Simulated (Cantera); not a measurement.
## Catalytic combustion on Pt

An isothermal plug-flow reactor at 950 K and 1.10 bar (inlet), inlet velocity 0.38 m/s, active area per volume 590 1/m; feed 0.520 % CH4, 3.03 % O2, 95.6 % N2, 0.835 % H2O, equivalence ratio 0.34.

Model: Deutschmann's 1995 Pt surface mechanism with GRI-Mech 3.0 gas chemistry, integrated in Cantera. Catalytic surfaces can have several steady states; this one follows from the mechanism file's or the stated starting coverage. Mass transfer to the wall is taken as infinitely fast.

```json
[
 {"z (m)": "0.00092", "x CH4": "0.00471", "x O2": "0.0293", "x H2O": "0.00935", "x CO2": "0.000496", "x CO": "2.11e-6", "θ free Pt": "0.202", "θ O*": "0.796", "θ OH*": "0.00220"},
 {"z (m)": "0.0015", "x CH4": "0.00441", "x O2": "0.0287", "x H2O": "0.00993", "x CO2": "0.000788", "x CO": "1.98e-6", "θ free Pt": "0.203", "θ O*": "0.795", "θ OH*": "0.00228"},
 {"z (m)": "0.0026", "x CH4": "0.00390", "x O2": "0.0277", "x H2O": "0.0110", "x CO2": "0.00130", "x CO": "1.76e-6", "θ free Pt": "0.204", "θ O*": "0.793", "θ OH*": "0.00240"},
 {"z (m)": "0.0043", "x CH4": "0.00321", "x O2": "0.0263", "x H2O": "0.0123", "x CO2": "0.00199", "x CO": "1.46e-6", "θ free Pt": "0.206", "θ O*": "0.791", "θ OH*": "0.00255"},
 {"z (m)": "0.0071", "x CH4": "0.00230", "x O2": "0.0245", "x H2O": "0.0141", "x CO2": "0.00289", "x CO": "1.06e-6", "θ free Pt": "0.209", "θ O*": "0.788", "θ OH*": "0.00274"},
 {"z (m)": "0.012", "x CH4": "0.00126", "x O2": "0.0224", "x H2O": "0.0162", "x CO2": "0.00393", "x CO": "5.85e-7", "θ free Pt": "0.213", "θ O*": "0.784", "θ OH*": "0.00295"},
 {"z (m)": "0.02", "x CH4": "0.000455", "x O2": "0.0208", "x H2O": "0.0178", "x CO2": "0.00473", "x CO": "2.13e-7", "θ free Pt": "0.216", "θ O*": "0.781", "θ OH*": "0.00311"},
 {"z (m)": "0.033", "x CH4": "8.34e-5", "x O2": "0.0200", "x H2O": "0.0186", "x CO2": "0.00510", "x CO": "4.02e-8", "θ free Pt": "0.217", "θ O*": "0.779", "θ OH*": "0.00318"},
 {"z (m)": "0.055", "x CH4": "4.60e-6", "x O2": "0.0199", "x H2O": "0.0187", "x CO2": "0.00518", "x CO": "3.26e-9", "θ free Pt": "0.218", "θ O*": "0.779", "θ OH*": "0.00320"},
 {"z (m)": "0.092", "x CH4": "3.49e-8", "x O2": "0.0199", "x H2O": "0.0187", "x CO2": "0.00519", "x CO": "7.81e-10", "θ free Pt": "0.218", "θ O*": "0.779", "θ OH*": "0.00320"}
]
```
x: gas mole fraction; θ: surface coverage.
